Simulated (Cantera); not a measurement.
Input: 1 mol Ti, 3.4 mol H2O, 4.9 mol H2, held at 1848.15 K and 240 Pa.

Cantera equilibrium calculation (NASA polynomials, part measured and part estimated; ideal gas, pure solids and liquids). Candidate condensed phases: H2O, Ti, TiO, TiO2, Ti2O3, Ti3O5, Ti4O7; 12 gas species. Kinetics and transport are ignored.

Base state: H2 0.822, H2O 0.168, H 0.00983, OH 0.000147 (mole fractions); condensed: TiO2(rutile).

What changes in the equilibrium state with this change: pressure from 240 Pa to 12.0 Pa?


| species | before | after |
|---|---|---|
| H2 | 0.822 | 0.792 |
| H2O | 0.168 | 0.164 |
| H | 0.00983 | 0.0431 |
| TiO2 | 4.45e-6 | 8.90e-5 |
| O | 1.34e-6 | 2.73e-5 |
| OH | 0.000147 | 0.000658 |
| TiO2(rutile), mol | 1.000 | 0.999 |

What changes in the equilibrium state with this change: Ti replaced by Al?


| species | before | after |
|---|---|---|
| H2 | 0.822 | 0.763 |
| H2O | 0.168 | 0.228 |
| H | 0.00983 | 0.00946 |
| OH | 0.000147 | 0.000208 |
| TiO2(rutile), mol | 1.000 | 0 |
| Al2O3(s), mol | 0 | 0.500 |
Further candidate phases: Al, Al2O3.

What changes in the equilibrium state with this change: pressure from 240 Pa to 100000 Pa?


| species | before | after |
|---|---|---|
| H2 | 0.822 | 0.831 |
| H2O | 0.168 | 0.169 |
| H | 0.00983 | 0.000484 |
| OH | 0.000147 | 7.23e-6 |
| TiO2(rutile), mol | 1.000 | 1.00 |
Gases not in the tables: TiO(OH)2.
